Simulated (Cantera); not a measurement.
Feed: 1 mol Pb, 0.04 mol CO, 1.7 mol H₂, 0.058 mol O₂, at 31.0 mbar.

Method: chemical equilibrium by Gibbs-energy minimisation in Cantera with the NASA 1993 tables (ideal gas, pure condensed phases). Candidate condensed phases: C, C₆H₆, C₇H₈, C₈H₁₈, H₂O, Pb, PbO, PbO₂, Pb₃O₄; 113 gas species. Kinetics and transport are ignored.

Q: What share of the Pb ends up in condensed phases as a function of T (K), at 773, 923, 1073, 1223, 1373, 1523, 1673?

A: 
```
T (K)  Pb condensed (%)     as
-----  ----------------  -----
773               100.0  Pb(l)
923               100.0  Pb(l)
1073               99.6  Pb(l)
1223               94.8  Pb(l)
1373               54.6  Pb(l)
1523                0.0      -
1673                0.0      -
```
